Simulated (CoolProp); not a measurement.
The fluid at 420.61 K and 0.00963 MPa is compressed adiabatically to 0.0679 MPa with isentropic efficiency 0.7. The same conditions are run with several fluids, on thermodynamics alone (safety and materials aside).

Computed with CoolProp (reference Helmholtz-energy equation of state of each fluid (octamethylcyclotetrasiloxane (D4): Thol 2015; n-nonane: Lemmon 2006; neopentane: Lemmon 2006)).

Problem. Rank octamethylcyclotetrasiloxane (D4), n-nonane, neopentane by work (kJ/kg), highest first.

Solution. neopentane (142), n-nonane (77.2), octamethylcyclotetrasiloxane (D4) (32.6)

```csv
fluid,final temperature (K),final density (kg/m³)
octamethylcyclotetrasiloxane (D4),441.9,5.79
n-nonane,455.9,2.37
neopentane,480.4,1.23
```
